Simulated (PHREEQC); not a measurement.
A solution holds 17 mmol/kgw HF and 69 mmol/kgw KF, at 40 °C. Closed to the air; pH follows from the charge balance.

Model: ion-association model, phreeqc.dat, run in PHREEQC.

Precipitation was switched off in this run.

**Question.** Order these F species by the share of F that they hold, largest first: HF2-, F-, HF.

**Answer.** F- (76 %), HF (15 %), HF2- (8.4 %)

The pH is 3.88 and the ionic strength 0.0692 mol/kgw. Away from 25 °C the constants follow the database's enthalpies or fits; those with neither stay at their 25 °C values.
